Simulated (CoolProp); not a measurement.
Octamethylcyclotetrasiloxane (D4) at several states: density (kg/m³) from the reference equation and from simpler models built on Tc = 586.5 K, pc = 1347 kPa, ω = 0.598; each cubic takes its own stable root.

Model: reference Helmholtz-energy equation of state, Thol 2015, in CoolProp.

```csv
T (K),p (kPa),phase,reference
589,4650,supercritical,589.4
618.8,1990,supercritical,292.4
316,1810,liquid,933.2
353.5,11.4,liquid,886.6
```

**Question.** How far does each simpler model (van der Waals, Redlich-Kwong, Soave-Redlich-Kwong, Peng-Robinson) lie from the reference over these 4 states: mean and median of the absolute difference, and the worst?

**Answer.** 
- van der Waals: mean 43.4 %, median 35.2 %, worst -99.9 % at 353.5 K and 11.4 kPa
- Redlich-Kwong: mean 33.4 %, median 12.6 %, worst -99.9 % at 353.5 K and 11.4 kPa
- Soave-Redlich-Kwong: mean 10.7 %, median 10.6 %, worst -12.1 % at 618.8 K and 1990 kPa
- Peng-Robinson: mean 2.0 %, median 0.9 %, worst -6.0 % at 618.8 K and 1990 kPa

At some of these states van der Waals, Redlich-Kwong gives the other phase, because its saturation line lies elsewhere.
